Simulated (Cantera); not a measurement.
Cantera run:

```python
import numpy as np
import cantera as ct

gas_names = """
    CL CL2 N N2 Si SiCL SiCL2 SiCL3 SiCL4 SiN Si2 Si2N Si3
""".split()
cond_names = """
    Si(cr) Si(L) Si3N4(a)
""".split()


# ... load() reads the species with a 1 bar reference pressure and builds the phases ...
atoms = {
    'Si3N4': {'Si': 3, 'N': 4},
    'Cl2': {'CL': 2},
    'N2': {'N': 2},
}
top_T = {'Si3N4(a)': 2400}  # K; cautious upper limits of use, not melting points


# ... equilibrate(T, P, feed) seeds the gas with the atoms and calls Mixture.equilibrate('TP', solver="vcs", rtol=1e-11, max_steps=5000) ...
results = []
feed = {'Si3N4': 1, 'Cl2': 21, 'N2': 17}  # mol
T = 1848.15  # K
P = 1333.22  # Pa
mix = equilibrate(T, P, feed)
results.append((T, P, feed, dict(zip(mix.species_names, mix.species_moles))))
print(gas.report(threshold=0.0001))
for i in range(1, mix.n_phases):
    print(f"{mix.phase(i).name:16s} {mix.phase_moles(i):12.5e} mol")
```

Result:

```
       temperature   1848.2 K
          pressure   1333.2 Pa
           density   0.0035802 kg/m^3
  mean mol. weight   41.265 kg/kmol
   phase of matter   gas

                          1 kg             1 kmol
                     ---------------   ---------------
          enthalpy        1.8627e+06        7.6862e+07  J
   internal energy        1.4903e+06        6.1495e+07  J
           entropy            6934.5        2.8615e+05  J/K
    Gibbs function       -1.0953e+07       -4.5199e+08  J
 heat capacity c_p            777.22             32072  J/K
 heat capacity c_v            575.73             23757  J/K

                      mass frac. Y      mole frac. X     chem. pot. / RT
                     ---------------   ---------------   ---------------
                CL           0.46687           0.54345           -19.557
               CL2           0.04359           0.02537           -39.114
                N2           0.25281           0.37238           -31.983
             SiCL2         0.0015889        0.00066239           -63.018
             SiCL3          0.015921          0.004887           -82.575
             SiCL4           0.21922          0.053248           -102.13
     [   +7 minor]        8.2368e-09        5.6994e-09

Si(L)             0.00000e+00 mol
Si3N4(a)          0.00000e+00 mol
```

Method: chemical equilibrium by Gibbs-energy minimisation in Cantera with the NASA 1993 tables (ideal gas, pure condensed phases). The tables' values for SiCl3 are old estimates; treat these amounts as uncertain.
